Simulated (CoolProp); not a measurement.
Neopentane along the isobar 1.71 MPa: fugacity coefficient from the reference equation and from simpler models built on Tc = 160.6 °C, pc = 3.196 MPa, ω = 0.196; each cubic takes its own stable root.

Model: reference Helmholtz-energy equation of state, Lemmon 2006, in CoolProp. It is a short technical equation, of lower accuracy than the large ones.

```
T (°C)   phase  reference
------  ------  ---------
47.45   liquid     0.1885
68.25   liquid     0.3035
89.15   liquid     0.4538
109.95  liquid     0.6350
130.85     gas     0.7753
151.75     gas     0.8106
172.55     gas     0.8383
193.45     gas     0.8610
214.25     gas     0.8797
235.15     gas     0.8955
255.95     gas     0.9088
276.85     gas     0.9202
```

### Question
How far does each simpler model (Soave-Redlich-Kwong, Peng-Robinson) lie from the reference over these 12 states: mean and median of the absolute difference, and the worst?

### Answer
- Soave-Redlich-Kwong: mean 0.5 %, median 0.3 %, worst +1.5 % at 89.15 °C and 1.71 MPa
- Peng-Robinson: mean 1.5 %, median 1.4 %, worst -2.0 % at 151.75 °C and 1.71 MPa
